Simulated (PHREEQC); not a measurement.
Dissolve 0.098 mol/kgw NH3, 3.4e-06 mol/kgw CO2 and 0.034 mol/kgw (CH3)4NCl at 75 °C. Closed to the air; pH follows from the charge balance.

Equilibrium calculation in PHREEQC: ion-association model, wateq4f.dat.

```
quantity                    before     after
------------------------  --------  --------
pH                            9.81      9.81
ionic strength (mol/kgw)    0.0356    0.0578
NH4+ (mol/kgw)             0.00156   0.00162
HCO3- (mol/kgw)            1.84e-6   3.20e-7
CO3-2 (mol/kgw)            1.56e-6   2.99e-7
CO2 (mol/kgw)             4.91e-10  8.24e-11
```

Q: Name the change that produced these shifts.
A) 0.0074 mol/kgw CaCl2 added
B) diluted 5-fold with water
C) 0.0029 mol/kgw Na2B4O7 added
D) (CH3)4NCl from 0.034 to 0.0034 mol/kgw
E) NH3 from 0.098 to 0.049 mol/kgw

A: A, 0.0074 mol/kgw CaCl2 added

Precipitation was switched off in this run. (CH3)4N+ isn't in the database: it is added as a free cation with an ion size of 4 Å. Away from 25 °C the constants follow the database's enthalpies or fits; those with neither stay at their 25 °C values.
